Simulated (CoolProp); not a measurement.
A Linde-Hampson liquefier for normal hydrogen: isothermal reversible compression at 300 K from 1 atm to 20 MPa, throttling to 1 atm, return gas leaving the recuperator 2 K below the feed. Each further row changes one setting.

Computed with CoolProp (reference Helmholtz-energy equation of state, Leachman 2009).

| case | compression work (kJ/kg of gas) |
|---|---|
| as stated | 6690 |
| high pressure 40 MPa | 7700 |
| warm-end temperature 330 K | 7340 |
| warm-end gap 7 K | 6690 |
